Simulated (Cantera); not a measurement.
Equilibrium for carbon deposition, reforming and gasification: C₃H₈ + H₂

A closed system holds: 1 mol C₃H₈, 17 mol H₂, at 2300 K and 36.0 bar.

Method: chemical equilibrium by Gibbs-energy minimisation in Cantera with the NASA 1993 tables (ideal gas, pure condensed phases). Candidate condensed phases: C, C₆H₆, C₇H₈, C₈H₁₈; 76 gas species. The ideal-gas law is rough above about 30 bar. Rates play no part.

The x(H₂) comes out as 0.986. The x(CH₄) is 0.00750 and the x(C₂H₂ (acetylene)) is 0.00426. The x(H) is 0.00160 and the x(C₂H₄) is 0.000238. The x(CH₃) is 0.000229 and the x(C₄H₂) is 7.54e-6. The x(C₃H₄ (propyne)) comes out as 6.81e-6, the x(C₂H₃ (vinyl)) is 3.56e-6 and the n(C(graphite)) is 2.65 mol. The gas amount comes out as 20.85 mol.
